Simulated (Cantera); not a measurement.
**PbO + H2 (iron carbonyl, mercury and lead vapours)**

A closed system holds: 1 mol PbO, 9.5 mol H2, equilibrated at 975 K and 18.0 Pa.

Equilibrium computed with Cantera from the NASA thermochemical tables; the gas is ideal and each condensed phase is pure. Candidate condensed phases: H2O, Pb, PbO, PbO2, Pb3O4; 12 gas species. The numbers say what is thermodynamically allowed, not how fast it happens.

| Property | Result |
|---|---|
| x(H2) | 0.849 |
| x(H2O) | 0.0999 |
| x(Pb) | 0.0509 |
| n(Pb(l)) | 0.490 mol |
| gas amount | 10.01 mol |
| log10 activity of PbO2(s) (absent) | -18.18 |
